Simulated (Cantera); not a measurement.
Cantera run:

```python
import numpy as np
import cantera as ct

gas_names = [...]  # 158 gases of nasa_gas.yaml made of C, H, Mg, N, O, S
cond_names = """
    C(gr) C6H6(L) C7H8(L) C8H18(L),n-octa H2O(s) H2O(L) H2SO4(L) Mg(cr) Mg(L) MgCO3(s) MgO(s) MgO(L)
    MgO2H2(s) MgS(s) MgSO4(s) MgSO4(L) S(cr1) S(cr2) S(L)
""".split()


# ... load() reads the species with a 1 bar reference pressure and builds the phases ...
atoms = {
    'MgCO3': {'Mg': 1, 'C': 1, 'O': 3},
    'H2S': {'H': 2, 'S': 1},
    'N2': {'N': 2},
    'O2': {'O': 2},
}
top_T = {'C(gr)': 4500, 'MgS(s)': 2250}  # K; cautious upper limits of use, not melting points


# ... equilibrate(T, P, feed) seeds the gas with the atoms and calls Mixture.equilibrate('TP', solver="vcs", rtol=1e-11, max_steps=5000) ...
results = []
feed = {'MgCO3': 1, 'H2S': 0.13, 'N2': 3.9, 'O2': 0.4}  # mol
T = 1475  # K
P = 3300  # Pa
mix = equilibrate(T, P, feed)
results.append((T, P, feed, dict(zip(mix.species_names, mix.species_moles))))
print(gas.report(threshold=1e-05))
for i in range(1, mix.n_phases):
    print(f"{mix.phase(i).name:16s} {mix.phase_moles(i):12.5e} mol")
```

It prints:

```
       temperature   1475 K
          pressure   3300 Pa
           density   0.0085511 kg/m^3
  mean mol. weight   31.779 kg/kmol
   phase of matter   gas

                          1 kg             1 kmol
                     ---------------   ---------------
          enthalpy       -1.3765e+06       -4.3742e+07  J
   internal energy       -1.7624e+06       -5.6006e+07  J
           entropy            9092.5        2.8895e+05  J/K
    Gibbs function       -1.4788e+07       -4.6994e+08  J
 heat capacity c_p            1257.1             39949  J/K
 heat capacity c_v            995.47             31635  J/K

                      mass frac. Y      mole frac. X     chem. pot. / RT
                     ---------------   ---------------   ---------------
                CO        1.5517e-05        1.7605e-05           -50.083
               CO2            0.2581           0.18637           -67.288
               H2O          0.013722          0.024206           -53.069
                NO        0.00041662        0.00044123           -32.051
                N2           0.64062           0.72671           -29.691
                OH        2.5258e-05        4.7195e-05           -35.137
                O2           0.03823          0.037967           -34.411
               SO2           0.04877          0.024194           -65.747
               SO3        9.1812e-05        3.6445e-05           -82.953
     [ +149 minor]        2.1613e-06        4.4437e-06

C(gr)             0.00000e+00 mol
Mg(L)             0.00000e+00 mol
MgO(s)            1.00000e+00 mol
MgS(s)            0.00000e+00 mol
MgSO4(L)          0.00000e+00 mol
S(L)              0.00000e+00 mol
```

Equilibrium computed with Cantera from the NASA thermochemical tables; the gas is ideal and each condensed phase is pure.
